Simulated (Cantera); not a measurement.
Charge: 1 mol Al₂O₃, 1.3 mol SiCl₄, 9.7 mol Cl₂, at 750 K and 0.0750 bar.

These are equilibrium values from Cantera (NASA tables, ideal gas, pure condensed phases), not measurements of a reactor. Condensed phases not in the tables: AlOCl, alloys, solid solutions and most ternary compounds. The numbers say what is thermodynamically allowed, not how fast it happens.

| species | before | after |
|---|---|---|
| SiCl₄ | 0.0716 | 0.449 |
| Cl₂ | 0.871 | 0.294 |
| AlCl₃ | 0.0551 | 0.218 |
| Al₂Cl₆ | 0.00250 | 0.0392 |
| Al₂O₃(s), mol | 0.163 | 0.282 |
| Al₂SiO₅(andalusite), mol | 0.502 | 0.431 |
Gas species are given as mole fractions.

**Question.** What was changed between the two runs?
A. pressure from 0.0750 bar to 0.0100 bar
B. Cl₂ from 9.7 to 0.57 mol
C. temperature from 750 K to 1175 K
D. pressure from 0.0750 bar to 0.00560 bar

**Answer.** B, Cl₂ from 9.7 to 0.57 mol
